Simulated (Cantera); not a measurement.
An isothermal, constant-pressure homogeneous reactor starts with 0.585 % C2H6, 99.4 % N2, at 1325 K and 0.0310 bar.

Cantera simulation using GRI-Mech 3.0 (53 species, 325 reactions); the numbers are that mechanism's predictions, not measurements. GRI-Mech 3.0 stops at C3 and has no aromatics, soot or wall deposition, so with more carbon than oxygen in the feed, carbon stays in small species such as C2H2 where larger ones or solid carbon would form. Radical loss at walls, strong at low pressure, is not modelled.

x: mole fraction; the columns are a selection and need not sum to one.

```json
[
 {"t (s)": "0.000100", "x C2H6": "0.00585", "x CH2": "2.92e-12", "x C2H2": "<1e-12", "x C2H4": "4.10e-9", "x C2H": "<1e-12", "x HCN": "<1e-12"},
 {"t (s)": "0.000384", "x C2H6": "0.00584", "x CH2": "1.67e-10", "x C2H2": "1.37e-12", "x C2H4": "1.61e-7", "x C2H": "<1e-12", "x HCN": "<1e-12"},
 {"t (s)": "0.00148", "x C2H6": "0.00581", "x CH2": "___", "x C2H2": "___", "x C2H4": "___", "x C2H": "<1e-12", "x HCN": "8.03e-12"},
 {"t (s)": "0.00567", "x C2H6": "0.00546", "x CH2": "1.51e-7", "x C2H2": "1.26e-6", "x C2H4": "0.000260", "x C2H": "2.11e-11", "x HCN": "1.38e-8"},
 {"t (s)": "0.0218", "x C2H6": "0.00334", "x CH2": "2.97e-7", "x C2H2": "0.000117", "x C2H4": "0.00207", "x C2H": "6.02e-10", "x HCN": "1.25e-7"},
 {"t (s)": "0.0837", "x C2H6": "0.000297", "x CH2": "1.27e-7", "x C2H2": "0.00157", "x C2H4": "0.00343", "x C2H": "3.27e-9", "x HCN": "2.78e-7"},
 {"t (s)": "0.321", "x C2H6": "5.35e-6", "x CH2": "5.89e-9", "x C2H2": "0.00354", "x C2H4": "0.00175", "x C2H": "1.41e-9", "x HCN": "3.11e-7"},
 {"t (s)": "1.23", "x C2H6": "4.52e-7", "x CH2": "4.61e-10", "x C2H2": "0.00450", "x C2H4": "0.000796", "x C2H": "4.83e-10", "x HCN": "3.12e-7"},
 {"t (s)": "4.74", "x C2H6": "___", "x CH2": "8.62e-11", "x C2H2": "0.00506", "x C2H4": "___", "x C2H": "2.33e-10", "x HCN": "3.12e-7"},
 {"t (s)": "18.2", "x C2H6": "6.57e-8", "x CH2": "6.11e-11", "x C2H2": "0.00528", "x C2H4": "1.19e-5", "x C2H": "2.04e-10", "x HCN": "3.12e-7"},
 {"t (s)": "70.0", "x C2H6": "6.34e-8", "x CH2": "6.04e-11", "x C2H2": "0.00530", "x C2H4": "4.21e-6", "x C2H": "2.06e-10", "x HCN": "3.12e-7"}
]
```

Some entries are withheld; supply them.


- 0.00148, x CH2: 8.89e-9
- 0.00148, x C2H2: 1.05e-9
- 0.00148, x C2H4: 7.34e-6
- 4.74, x C2H6: 9.32e-8
- 4.74, x C2H4: 0.000233
